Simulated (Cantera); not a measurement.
# Low-pressure radical oxidation in H2/O2

An isothermal, constant-pressure homogeneous reactor starts with 8.93 % H2, 81.1 % O2, 9.74 % N2, 0.195 % H2O, equivalence ratio 0.055, at 1275 K and 1330 Pa.

Cantera simulation using GRI-Mech 3.0 (53 species, 325 reactions); the numbers are that mechanism's predictions, not measurements. Radical loss at walls, strong at low pressure, is not modelled. The temperature is held fixed by assumption; the heat of reaction is taken as removed at once.

| t (s) | x H2 | x O2 | x OH | x O | x NO2 |
|---|---|---|---|---|---|
| 2.00e-6 | 0.0893 | 0.811 | 1.33e-11 | 1.33e-11 | <1e-12 |
| 1.03e-5 | 0.0893 | 0.811 | 3.07e-10 | 3.20e-10 | <1e-12 |
| 5.28e-5 | 0.0893 | 0.811 | 5.31e-9 | 6.36e-9 | <1e-12 |
| 0.000271 | 0.0893 | 0.811 | 1.82e-7 | 2.58e-7 | <1e-12 |
| 0.00139 | 0.0249 | 0.768 | 0.0107 | 0.0280 | <1e-12 |
| 0.00717 | 0.00229 | 0.756 | 0.00642 | 0.0432 | 2.76e-12 |
| 0.0368 | 0.00105 | 0.783 | 0.00441 | 0.0182 | 1.36e-11 |
| 0.189 | 9.74e-5 | 0.800 | 0.00136 | 0.00163 | 7.69e-11 |
| 0.973 | 5.26e-6 | 0.802 | 0.000317 | 8.84e-5 | 1.99e-10 |
| 5.00 | 4.78e-7 | 0.803 | 9.60e-5 | 8.09e-6 | 2.50e-10 |
x: mole fraction; the columns are a selection and need not sum to one.

Equilibrium at this temperature and pressure: H2 5.13e-8, O2 0.802, OH 3.15e-5, O 8.72e-7, NO2 6.41e-7 (gas phase only).
